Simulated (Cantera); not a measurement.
Input (Python, Cantera) and output of one run.

```python
import numpy as np
import cantera as ct

gas_names = """
    H HO2 H2 H2O H2O2 Hg O OH O2 O3
""".split()
cond_names = """
    H2O(s) H2O(L) Hg(cr) Hg(L) HgO(s)
""".split()


# ... load() reads the species with a 1 bar reference pressure and builds the phases ...
atoms = {
    'Hg': {'Hg': 1},
    'O2': {'O': 2},
    'H2': {'H': 2},
}
top_T = {}  # K; cautious upper limits of use, not melting points


# ... equilibrate(T, P, feed) seeds the gas with the atoms and calls Mixture.equilibrate('TP', solver="vcs", rtol=1e-11, max_steps=5000) ...
results = []
feed = {'Hg': 1, 'O2': 0.16, 'H2': 23}  # mol
T = 1000  # K
P = 13332.2  # Pa
mix = equilibrate(T, P, feed)
results.append((T, P, feed, dict(zip(mix.species_names, mix.species_moles))))
print(gas.report(threshold=0.0001))
for i in range(1, mix.n_phases):
    print(f"{mix.phase(i).name:16s} {mix.phase_moles(i):12.5e} mol")
```

It prints:

```
       temperature   1000 K
          pressure   13332 Pa
           density   0.016842 kg/m^3
  mean mol. weight   10.503 kg/kmol
   phase of matter   gas

                          1 kg             1 kmol
                     ---------------   ---------------
          enthalpy        1.8886e+06        1.9836e+07  J
   internal energy         1.097e+06        1.1522e+07  J
           entropy             17834        1.8731e+05  J/K
    Gibbs function       -1.5945e+07       -1.6748e+08  J
 heat capacity c_p            2848.7             29921  J/K
 heat capacity c_v            2057.1             21606  J/K

                      mass frac. Y      mole frac. X     chem. pot. / RT
                     ---------------   ---------------   ---------------
                H2           0.18138             0.945           -19.577
               H2O          0.022869          0.013333           -60.281
                Hg           0.79575          0.041667           -20.126
     [   +7 minor]        5.8016e-10        6.0423e-09

Hg(L)             0.00000e+00 mol
HgO(s)            0.00000e+00 mol
```

Equilibrium computed with Cantera from the NASA thermochemical tables; the gas is ideal and each condensed phase is pure.
